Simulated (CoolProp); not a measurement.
Properties of carbon monoxide along the isobar 1.53 MPa.

The numbers come from the reference Helmholtz-energy equation of state, Lemmon 2006 in CoolProp. It is a short technical equation, of lower accuracy than the large ones.

```json
[
 {"T (°C)": "-173.35", "phase": "liquid", "density (kg/m³)": "711.1", "cp (kJ/(kg K))": "2.267", "cv (kJ/(kg K))": "1.039", "Joule-Thomson coefficient (K/MPa)": "-0.1589", "isothermal compressibility (1/MPa)": "0.006347"},
 {"T (°C)": "-160.65", "phase": "liquid", "density (kg/m³)": "633.7", "cp (kJ/(kg K))": "2.625", "cv (kJ/(kg K))": "0.9958", "Joule-Thomson coefficient (K/MPa)": "0.1704", "isothermal compressibility (1/MPa)": "0.01418"},
 {"T (°C)": "-147.95", "phase": "gas", "density (kg/m³)": "51.81", "cp (kJ/(kg K))": "1.563", "cv (kJ/(kg K))": "0.8440", "Joule-Thomson coefficient (K/MPa)": "12.43", "isothermal compressibility (1/MPa)": "0.8632"},
 {"T (°C)": "-135.35", "phase": "gas", "density (kg/m³)": "43.72", "cp (kJ/(kg K))": "1.338", "cv (kJ/(kg K))": "0.7955", "Joule-Thomson coefficient (K/MPa)": "10.16", "isothermal compressibility (1/MPa)": "0.7769"},
 {"T (°C)": "-122.65", "phase": "gas", "density (kg/m³)": "38.33", "cp (kJ/(kg K))": "1.243", "cv (kJ/(kg K))": "0.7765", "Joule-Thomson coefficient (K/MPa)": "8.561", "isothermal compressibility (1/MPa)": "0.7363"},
 {"T (°C)": "-109.95", "phase": "gas", "density (kg/m³)": "34.35", "cp (kJ/(kg K))": "1.190", "cv (kJ/(kg K))": "0.7664", "Joule-Thomson coefficient (K/MPa)": "7.367", "isothermal compressibility (1/MPa)": "0.7126"},
 {"T (°C)": "-97.25", "phase": "gas", "density (kg/m³)": "31.25", "cp (kJ/(kg K))": "1.157", "cv (kJ/(kg K))": "0.7602", "Joule-Thomson coefficient (K/MPa)": "6.432", "isothermal compressibility (1/MPa)": "0.6972"},
 {"T (°C)": "-84.65", "phase": "gas", "density (kg/m³)": "28.74", "cp (kJ/(kg K))": "1.134", "cv (kJ/(kg K))": "0.7562", "Joule-Thomson coefficient (K/MPa)": "5.683", "isothermal compressibility (1/MPa)": "0.6867"},
 {"T (°C)": "-71.95", "phase": "gas", "density (kg/m³)": "26.64", "cp (kJ/(kg K))": "1.117", "cv (kJ/(kg K))": "0.7534", "Joule-Thomson coefficient (K/MPa)": "5.057", "isothermal compressibility (1/MPa)": "0.6790"},
 {"T (°C)": "-59.25", "phase": "gas", "density (kg/m³)": "24.85", "cp (kJ/(kg K))": "1.105", "cv (kJ/(kg K))": "0.7514", "Joule-Thomson coefficient (K/MPa)": "4.531", "isothermal compressibility (1/MPa)": "0.6732"},
 {"T (°C)": "-46.55", "phase": "gas", "density (kg/m³)": "23.30", "cp (kJ/(kg K))": "1.095", "cv (kJ/(kg K))": "0.7500", "Joule-Thomson coefficient (K/MPa)": "4.081", "isothermal compressibility (1/MPa)": "0.6687"},
 {"T (°C)": "-33.95", "phase": "gas", "density (kg/m³)": "21.96", "cp (kJ/(kg K))": "1.088", "cv (kJ/(kg K))": "0.7490", "Joule-Thomson coefficient (K/MPa)": "3.695", "isothermal compressibility (1/MPa)": "0.6653"},
 {"T (°C)": "-21.25", "phase": "gas", "density (kg/m³)": "20.76", "cp (kJ/(kg K))": "1.082", "cv (kJ/(kg K))": "0.7483", "Joule-Thomson coefficient (K/MPa)": "3.354", "isothermal compressibility (1/MPa)": "0.6625"}
]
```
